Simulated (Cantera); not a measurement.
Input (Python, Cantera):

```python
import numpy as np
import cantera as ct

gas = ct.Solution("h2o2.yaml")


def delay(T, t_max=10):
    gas.TPX = T, 130000, {'H2': 1, 'O2': 0.24, 'N2': 3.14}
    reactor = ct.IdealGasConstPressureReactor(gas, clone=False)
    net = ct.ReactorNet([reactor])
    net.rtol, net.atol = 1e-8, 1e-16
    while net.time < t_max:
        t_old, T_old = net.time, reactor.T
        net.step()
        if reactor.T > T + 400:  # ignition: a rise of 400 K
            return t_old + (T + 400 - T_old) / (reactor.T - T_old) * (net.time - t_old)
    return np.nan


taus = []
for T in [973, 1073, 1173, 1273, 1373, 1473, 1573, 1673, 1773]:
    taus.append(delay(T))
    print(f"T0 = {T:6g} K   tau = {taus[-1]:.4e} s")

# d ln(tau) / d ln(k), from doubling and halving each rate constant
T, sens = 1073, []
for i in range(gas.n_reactions):
    gas.set_multiplier(2.0, i)
    up = delay(T)
    gas.set_multiplier(0.5, i)
    down = delay(T)
    gas.set_multiplier(1.0, i)
    sens.append((np.log(up / down) / np.log(4.0), gas.reaction(i).equation))
sens.sort(key=lambda x: -abs(x[0]))
print(f"sensitivities at {T} K")
for s, eq in sens[:10]:
    print(f"{s:8.3f}  {eq}")
```

It prints:

```
T0 =    973 K   tau = 6.3061e-03 s
T0 =   1073 K   tau = 2.4427e-04 s
T0 =   1173 K   tau = 1.1754e-04 s
T0 =   1273 K   tau = 7.9368e-05 s
T0 =   1373 K   tau = 6.4854e-05 s
T0 =   1473 K   tau = 6.0333e-05 s
T0 =   1573 K   tau = 6.1182e-05 s
T0 =   1673 K   tau = 6.5484e-05 s
T0 =   1773 K   tau = 7.2368e-05 s
sensitivities at 1073 K
  -1.420  H + O2 <=> O + OH
   0.401  H + O2 + N2 <=> HO2 + N2
   0.174  H + O2 + M <=> HO2 + M
  -0.096  H2 + O <=> H + OH
  -0.069  H + HO2 <=> 2 OH
  -0.029  H2 + OH <=> H + H2O
   0.021  H + O2 + O2 <=> HO2 + O2
  -0.013  H + O2 + H2O <=> HO2 + H2O
  -0.009  2 H + H2O <=> H2 + H2O
  -0.008  2 H + M <=> H2 + M
```

Model: the H2/O2 subset of GRI-Mech 3.0, which has no nitrogen chemistry, integrated in Cantera. Where the delays flatten at high temperature, the 400 K rule measures the pace of heat release, not the induction time.
